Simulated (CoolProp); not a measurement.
Saturation properties of R11.

The numbers come from the reference Helmholtz-energy equation of state, Jacobsen 1992 in CoolProp.

```json
[
 {"T (°C)": "-51.75", "p (MPa)": "0.002343", "liquid density (kg/m³)": "1647", "vapour Z": "0.9969", "liquid viscosity (µPa s)": "1160"},
 {"T (°C)": "-29.35", "p (MPa)": "0.009534", "liquid density (kg/m³)": "…", "vapour Z": "0.9924", "liquid viscosity (µPa s)": "816"},
 {"T (°C)": "-6.95", "p (MPa)": "0.02956", "liquid density (kg/m³)": "1550", "vapour Z": "0.9841", "liquid viscosity (µPa s)": "611"},
 {"T (°C)": "15.45", "p (MPa)": "0.07490", "liquid density (kg/m³)": "1499", "vapour Z": "…", "liquid viscosity (µPa s)": "477"},
 {"T (°C)": "37.85", "p (MPa)": "0.1630", "liquid density (kg/m³)": "1445", "vapour Z": "0.9494", "liquid viscosity (µPa s)": "…"},
 {"T (°C)": "60.25", "p (MPa)": "0.3154", "liquid density (kg/m³)": "1388", "vapour Z": "0.9200", "liquid viscosity (µPa s)": "311"},
 {"T (°C)": "82.65", "p (MPa)": "0.5574", "liquid density (kg/m³)": "…", "vapour Z": "0.8809", "liquid viscosity (µPa s)": "255"},
 {"T (°C)": "105.05", "p (MPa)": "0.9166", "liquid density (kg/m³)": "1260", "vapour Z": "0.8310", "liquid viscosity (µPa s)": "209"},
 {"T (°C)": "127.45", "p (MPa)": "…", "liquid density (kg/m³)": "1184", "vapour Z": "0.7686", "liquid viscosity (µPa s)": "170"},
 {"T (°C)": "149.85", "p (MPa)": "2.110", "liquid density (kg/m³)": "1093", "vapour Z": "0.6898", "liquid viscosity (µPa s)": "…"},
 {"T (°C)": "172.25", "p (MPa)": "3.015", "liquid density (kg/m³)": "974.6", "vapour Z": "0.5846", "liquid viscosity (µPa s)": "101"}
]
```

Problem. Complete the blanks.

Solution. 
- -29.35, liquid density (kg/m³): 1599
- 15.45, vapour Z: 0.9703
- 37.85, liquid viscosity (µPa s): 382
- 82.65, liquid density (kg/m³): 1327
- 127.45, p (MPa): 1.423
- 149.85, liquid viscosity (µPa s): 135

It boils at 23.7 °C under 1 atm.

Viscosity comes from a separate model (Klein 1997), an estimate that may be off by 10 % or more.
